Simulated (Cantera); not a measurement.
Charge: 1 mol CCl4, 0.03 mol CH4, 2.2 mol H2, equilibrated at 0.580 bar.

These are equilibrium values from Cantera (NASA tables, ideal gas, pure condensed phases), not measurements of a reactor. Candidate condensed phases: C, C6H6, C7H8, C8H18; 91 gas species. Kinetics and transport are ignored.

Task: What share of the C ends up in condensed phases as a function of T (°C), at 2727, 2777, 2827, 2877, 2927, 2977, 3027?

Result: 
| T (°C) | C condensed (%) | as |
|---|---|---|
| 2727 | 89.7 | C(graphite) |
| 2777 | 87.0 | C(graphite) |
| 2827 | 83.5 | C(graphite) |
| 2877 | 78.9 | C(graphite) |
| 2927 | 72.8 | C(graphite) |
| 2977 | 64.3 | C(graphite) |
| 3027 | 52.6 | C(graphite) |
